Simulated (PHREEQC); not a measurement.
# Nickel, zinc or cadmium bath

Dissolve 0.25 mol CdCl2, 0.0041 mol NaCl and 0.15 mol NiCl2 per kg of water at 25 °C. Closed to the air; pH follows from the charge balance.

Model: ion-association model, wateq4f.dat, run in PHREEQC.

```json
{
  "pH": "5.25",
  "ionic_strength": "0.526 mol/kgw",
  "activity_of_water": "0.987"
}
```

```
species  molality  activity   log γ
-------  --------  --------  ------
Cl-         0.384     0.245  -0.194
CdCl+       0.129    0.0950  -0.134
Ni+2        0.108    0.0315  -0.536
CdCl2      0.0862    0.0973   0.053
NiCl+      0.0265    0.0194  -0.134
CdCl3-     0.0205    0.0151  -0.134
NiCl2      0.0154    0.0173   0.053
Cd+2       0.0139   0.00405  -0.536
Na+       0.00410   0.00290  -0.150
H+        7.31e-6   5.57e-6  -0.118
CdOHCl    6.16e-6   6.95e-6   0.053
NiOH+     1.05e-6   7.70e-7  -0.134
CdOH+     8.12e-8   5.97e-8  -0.134
Cd2OH+3   1.90e-8   1.18e-9  -1.205
OH-       2.82e-9   1.77e-9  -0.202
```

Precipitation was switched off in this run.
